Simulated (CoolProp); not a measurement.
Aqueous magnesium chloride as a coolant, at 3 °C, 1 atm.

Computed with CoolProp (Melinder's fits for secondary coolants).

| mass % | freezing point (°C) | cp (kJ/(kg K)) | density (kg/m³) | Prandtl number | viscosity (mPa s) |
|---|---|---|---|---|---|
| 3.6 | -2.1 | 3.965 | 1031 | 13.5 | 1.91 |
| 6 | -3.8 | 3.815 | 1052 | 14.1 | 2.05 |
| 8.5 | -6.3 | 3.666 | 1075 | 15.4 | 2.30 |
| 10.9 | -9.6 | 3.528 | 1096 | 17.2 | 2.66 |
| 13.3 | -13.6 | 3.395 | 1118 | 19.3 | 3.05 |
| 15.8 | -18.4 | 3.264 | 1141 | 21.1 | 3.42 |
| 18.2 | -23.8 | 3.146 | 1164 | 23.0 | 3.84 |
| 20.6 | -30.6 | 3.036 | 1188 | 28.4 | 4.84 |
| 23.1 | -40.0 | 2.928 | 1215 | 52.1 | 9.03 |
| 25.5 | -53.4 | 2.826 | 1247 | 205 | 35.7 |
| 27.9 | -73.7 | 2.721 | 1284 | 3210 | 551 |
